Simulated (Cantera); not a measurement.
# Ignition delay

Mixture: CO : H2 : CH4 : O2 : N2 = 1 : 0.1 : 0.055 : 1.54 : 5.78 (molar parts), at 101000 Pa, adiabatic and at constant volume. Ignition delay is the time to a rise of 400 K.

Computed with Cantera and GRI-Mech 3.0 (53 species, 325 reactions). Where the delays flatten at high temperature, the 400 K rule measures the pace of heat release, not the induction time.

```json
[
 {"T0 (K)": "1025", "delay (ms)": "1.19"},
 {"T0 (K)": "1075", "delay (ms)": "0.552"},
 {"T0 (K)": "1125", "delay (ms)": "0.335"},
 {"T0 (K)": "1175", "delay (ms)": "0.236"},
 {"T0 (K)": "1225", "delay (ms)": "0.182"},
 {"T0 (K)": "1275", "delay (ms)": "0.149"}
]
```
